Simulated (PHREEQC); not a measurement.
Consider water at 50 °C with 0.0096 mol/kgw LiCl and 5.5e-05 mol/kgw SrCl2. Closed to the air; pH follows from the charge balance.

Equilibrium calculation in PHREEQC: ion-association model, phreeqc.dat.

ionic strength: 0.00976 mol/kgw
specific conductance: 1690 µS/cm

```json
[
 {"species": "Cl-", "molality": "0.00971", "activity": "0.00871", "log γ": "-0.047"},
 {"species": "Li+", "molality": "0.00960", "activity": "0.00867", "log γ": "-0.044"},
 {"species": "Sr+2", "molality": "5.50e-5", "activity": "3.64e-5", "log γ": "-0.179"},
 {"species": "H+", "molality": "2.59e-7", "activity": "2.36e-7", "log γ": "-0.041"},
 {"species": "OH-", "molality": "2.59e-7", "activity": "2.32e-7", "log γ": "-0.047"}
]
```

No solid was allowed to form. Complexes and solids missing from the database can't appear. Constants without temperature data keep their 25 °C values here.
